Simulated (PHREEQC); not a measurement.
Brine: speciation

Solution (35 °C): 0.93 mol/kgw NaCl, 0.16 mol/kgw CaCl2 and 0.067 mol/kgw LiCl. Closed to the air; pH follows from the charge balance.

All values are PHREEQC results (Pitzer model, pitzer.dat), not measurements.

No solid was allowed to form.

**Question.** Estimate the activity of water.

**Answer.** activity of water 0.958.
